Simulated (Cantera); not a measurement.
A perfectly stirred reactor is fed with CH₄ : H₂ : O₂ = 0.012 : 1 : 0.0022 (molar parts), at 0.133 bar; it is held at 1623 K, and followed from long to short residence time.

Computed with Cantera and GRI-Mech 3.0 (53 species, 325 reactions). GRI-Mech 3.0 stops at C3 and has no aromatics, soot or wall deposition, so with more carbon than oxygen in the feed, carbon stays in small species such as C2H2 where larger ones or solid carbon would form.

Q: What does this change do: temperature 1623 to 3000 K?

A: 
| quantity | before | after |
|---|---|---|
| x(CH₄) at τ = 2.10 s | 0.00831 | 1.14e-6 |
| x(H₂) at τ = 2.10 s | 0.985 | 0.644 |
| x(O₂) at τ = 2.10 s | 5.46e-6 | 6.33e-10 |
| x(CH₃) at τ = 2.10 s | 3.39e-5 | 9.71e-6 |
| x(CO) at τ = 2.10 s | 7.39e-5 | 0.00353 |
| x(CH₄) at τ = 51.0 ms | 0.0111 | 2.37e-6 |
| x(H₂) at τ = 51.0 ms | 0.984 | 0.665 |
| x(O₂) at τ = 51.0 ms | 0.000104 | 2.80e-8 |
| x(CH₃) at τ = 51.0 ms | 9.33e-5 | 1.82e-5 |
| x(CO) at τ = 51.0 ms | 2.24e-5 | 0.00357 |
